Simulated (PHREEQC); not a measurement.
# Silver or lead bath: speciation

A solution holds 0.068 mmol/kgw PbCl2, 0.032 mmol/kgw NaNO3 and 10 mmol/kgw Cu(NO3)2, at 85 °C. Closed to the air; pH follows from the charge balance.

Equilibrium calculation in PHREEQC: ion-association model, wateq4f.dat.

Each row changes one thing in this solution. No solid was allowed to form.

```json
[
 {"case": "as made", "pH": "4.08", "Cl- (mol/kgw)": "0.000117", "Pb+2 (mol/kgw)": "5.93e-5", "Cu2(OH)2+2 (mol/kgw)": "4.77e-5", "CuCl+ (mol/kgw)": "1.81e-5", "PbNO3+ (mol/kgw)": "8.28e-6", "SI of Tenorite (CuO)": "+0.12", "SI of Cu(OH)2 (Cu(OH)2)": "-0.90"},
 {"case": "NaNO3 replaced by LiNO3 at the same molality", "pH": "4.08", "Cl- (mol/kgw)": "0.000117", "Pb+2 (mol/kgw)": "5.93e-5", "Cu2(OH)2+2 (mol/kgw)": "4.77e-5", "CuCl+ (mol/kgw)": "1.81e-5", "PbNO3+ (mol/kgw)": "8.28e-6", "SI of Tenorite (CuO)": "+0.12", "SI of Cu(OH)2 (Cu(OH)2)": "-0.90"},
 {"case": "Cu(NO3)2 from 0.01 to 0.1 mol/kgw", "pH": "3.54", "Cl- (mol/kgw)": "7.68e-5", "Pb+2 (mol/kgw)": "4.12e-5", "Cu2(OH)2+2 (mol/kgw)": "0.000189", "CuCl+ (mol/kgw)": "5.91e-5", "PbNO3+ (mol/kgw)": "2.67e-5", "SI of Tenorite (CuO)": "-0.27", "SI of Cu(OH)2 (Cu(OH)2)": "-1.29"},
 {"case": "NaNO3 from 3.2e-05 to 2.88e-05 mol/kgw", "pH": "4.08", "Cl- (mol/kgw)": "0.000117", "Pb+2 (mol/kgw)": "5.93e-5", "Cu2(OH)2+2 (mol/kgw)": "4.77e-5", "CuCl+ (mol/kgw)": "1.81e-5", "PbNO3+ (mol/kgw)": "8.28e-6", "SI of Tenorite (CuO)": "+0.12", "SI of Cu(OH)2 (Cu(OH)2)": "-0.90"},
 {"case": "temperature from 85 to 15 °C", "pH": "4.87", "Cl- (mol/kgw)": "0.000135", "Pb+2 (mol/kgw)": "5.88e-5", "Cu2(OH)2+2 (mol/kgw)": "4.80e-6", "CuCl+ (mol/kgw)": "1.19e-6", "PbNO3+ (mol/kgw)": "9.06e-6", "SI of Tenorite (CuO)": "-0.54", "SI of Cu(OH)2 (Cu(OH)2)": "-1.56"}
]
```

Complexes and solids missing from the database can't appear. Some of these states are supersaturated (in Tenorite (slow to form), for instance). At this temperature some constants are extrapolated from 25 °C, and those without enthalpy data are left unchanged.
